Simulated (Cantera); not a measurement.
Charge: 1 mol Si₃N₄, 0.82 mol O₂, a varied amount of H₂, held at 1500 K and 0.0133 bar.

Equilibrium computed with Cantera from the NASA thermochemical tables; the gas is ideal and each condensed phase is pure. Candidate condensed phases: H₂O, Si, SiO₂, Si₂N₂O, Si₃N₄; 35 gas species. Mutual solubility and eutectic melting of coexisting phases are not modelled. The tables hold silica as quartz up to 1696 K and as liquid above; real silica turns to tridymite and cristobalite and melts near 1996 K. Equilibrium is a limit: real reactors are often held back by kinetics, nucleation or transport.

Question: What share of the Si ends up in condensed phases as a function of n(H₂) (mol), at 38, 51, 69, 94, 130, 170, 230, 320, 430?

Answer: 
```json
[
 {"n(H₂) (mol)": "38", "Si condensed (%)": "96.3", "as": "SiO₂(β-quartz) + Si₂N₂O(s)"},
 {"n(H₂) (mol)": "51", "Si condensed (%)": "94.6", "as": "SiO₂(β-quartz) + Si₂N₂O(s)"},
 {"n(H₂) (mol)": "69", "Si condensed (%)": "92.1", "as": "SiO₂(β-quartz) + Si₂N₂O(s)"},
 {"n(H₂) (mol)": "94", "Si condensed (%)": "90.8", "as": "Si₂N₂O(s)"},
 {"n(H₂) (mol)": "130", "Si condensed (%)": "90.7", "as": "Si₂N₂O(s)"},
 {"n(H₂) (mol)": "170", "Si condensed (%)": "90.7", "as": "Si₂N₂O(s)"},
 {"n(H₂) (mol)": "230", "Si condensed (%)": "90.7", "as": "Si₂N₂O(s)"},
 {"n(H₂) (mol)": "320", "Si condensed (%)": "90.7", "as": "Si₂N₂O(s)"},
 {"n(H₂) (mol)": "430", "Si condensed (%)": "90.7", "as": "Si₂N₂O(s)"}
]
```
